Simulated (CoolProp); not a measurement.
C2F6 (R116) along the isobar 11 MPa: fugacity coefficient from the reference equation and from simpler models built on Tc = 293.0 K, pc = 3.048 MPa, ω = 0.257; each cubic takes its own stable root.

Computed with CoolProp (reference Helmholtz-energy equation of state, Lemmon 2006). It is a short technical equation, of lower accuracy than the large ones.

| T (K) | phase | reference |
|---|---|---|
| 189.1 | liquid | 0.01140 |
| 210.5 | liquid | 0.03153 |
| 232 | liquid | 0.06888 |
| 253.4 | liquid | 0.1259 |
| 274.9 | liquid | 0.2021 |
| 296.3 | supercritical | 0.2924 |
| 317.8 | supercritical | 0.3905 |
| 339.2 | supercritical | 0.4877 |
| 360.7 | supercritical | 0.5780 |
| 382.1 | supercritical | 0.6567 |
| 403.6 | supercritical | 0.7240 |
| 425 | supercritical | 0.7802 |

Question: How far does each simpler model (van der Waals, Redlich-Kwong) lie from the reference over these 12 states: mean and median of the absolute difference, and the worst?

Answer: 
- van der Waals: mean 99.2 %, median 16.1 %, worst +574.1 % at 189.1 K and 11 MPa
- Redlich-Kwong: mean 20.2 %, median 8.4 %, worst +81.4 % at 189.1 K and 11 MPa
